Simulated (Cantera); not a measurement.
Input: 1 mol Si(CH₃)₄, 2000 mol H₂, held at 1575 K and 11.0 mbar.

Cantera equilibrium calculation (NASA polynomials, part measured and part estimated; ideal gas, pure solids and liquids). Candidate condensed phases: C, C₆H₆, C₇H₈, C₈H₁₈, Si, SiC; 87 gas species. The numbers say what is thermodynamically allowed, not how fast it happens.

Base state: H₂ 1.000, H 0.000396, C₂H₂ (acetylene) 2.11e-5, CH₄ 2.00e-5 (mole fractions); condensed: C(graphite) + SiC(s).

Task: What changes in the equilibrium state with this change: temperature from 1575 K to 2000 K?

Result: 
```json
[
 {"species": "H₂", "before": "1.000", "after": "0.984"},
 {"species": "H", "before": "0.000396", "after": "0.0154"},
 {"species": "C₂H₂ (acetylene)", "before": "2.11e-5", "after": "0.000756"},
 {"species": "Si", "before": "5.03e-8", "after": "0.000217"},
 {"species": "SiH", "before": "1.26e-8", "after": "1.53e-5"},
 {"species": "CH₄", "before": "2.00e-5", "after": "4.52e-6"},
 {"species": "C(graphite), mol", "before": "2.88", "after": "0.405"},
 {"species": "SiC(s), mol", "before": "1.000", "after": "0.476"}
]
```
